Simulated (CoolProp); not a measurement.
n-butane along the isobar 0.949 MPa: density (kg/m³) from the reference equation and from simpler models built on Tc = 152.0 °C, pc = 3.796 MPa, ω = 0.201; each cubic takes its own stable root.

Values from CoolProp's reference Helmholtz-energy equation of state, Bücker 2006.

```json
[
 {"T (°C)": "67.25", "phase": "liquid", "reference": "519.7"},
 {"T (°C)": "85.25", "phase": "gas", "reference": "22.46"},
 {"T (°C)": "103.35", "phase": "gas", "reference": "20.58"},
 {"T (°C)": "121.35", "phase": "gas", "reference": "19.10"},
 {"T (°C)": "139.45", "phase": "gas", "reference": "17.88"},
 {"T (°C)": "157.45", "phase": "gas", "reference": "16.85"},
 {"T (°C)": "175.55", "phase": "gas", "reference": "15.96"},
 {"T (°C)": "193.55", "phase": "gas", "reference": "15.18"},
 {"T (°C)": "211.65", "phase": "gas", "reference": "14.48"},
 {"T (°C)": "229.65", "phase": "gas", "reference": "13.86"},
 {"T (°C)": "247.75", "phase": "gas", "reference": "13.29"},
 {"T (°C)": "265.75", "phase": "gas", "reference": "12.78"},
 {"T (°C)": "283.85", "phase": "gas", "reference": "12.31"},
 {"T (°C)": "301.85", "phase": "gas", "reference": "11.87"}
]
```

Q: How far does each simpler model (van der Waals, Redlich-Kwong, Soave-Redlich-Kwong) lie from the reference over these 14 states: mean and median of the absolute difference, and the worst?

A: 
- van der Waals: mean 8.1 %, median 0.7 %, worst -95.6 % at 67.25 °C and 0.949 MPa
- Redlich-Kwong: mean 1.5 %, median 0.5 %, worst -12.6 % at 67.25 °C and 0.949 MPa
- Soave-Redlich-Kwong: mean 0.8 %, median 0.1 %, worst -9.1 % at 67.25 °C and 0.949 MPa

At some of these states van der Waals gives the other phase, because its saturation line lies elsewhere.
